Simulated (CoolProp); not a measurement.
200 sccm (0 °C, 1 atm) of nitrogen bubbles through liquid octamethylcyclotetrasiloxane (D4) at 368.3 K and leaves saturated at a total pressure of 0.127 MPa (ideal gas phase). Each further row changes one setting.

Values from CoolProp's reference Helmholtz-energy equation of state, Thol 2015.

| case | vapour pressure (kPa) | mole fraction of vapour | delivery (mg/min) | delivery (sccm) | change of delivery for a bath 1 K warmer (%) |
|---|---|---|---|---|---|
| as stated | 7.13 | ? | ? | 11.9 | ? |
| bath temperature 373.3 K | 8.80 | ? | ? | 14.9 | 4.5 |
| total pressure 0.254 MPa | 7.13 | 0.0281 | ? | 5.78 | 4.5 |

What belongs in the gaps?


- as stated, mole fraction of vapour: 0.0562
- as stated, delivery (mg/min): 157
- as stated, change of delivery for a bath 1 K warmer (%): 4.6
- bath temperature 373.3 K, mole fraction of vapour: 0.0693
- bath temperature 373.3 K, delivery (mg/min): 197
- total pressure 0.254 MPa, delivery (mg/min): 76.5
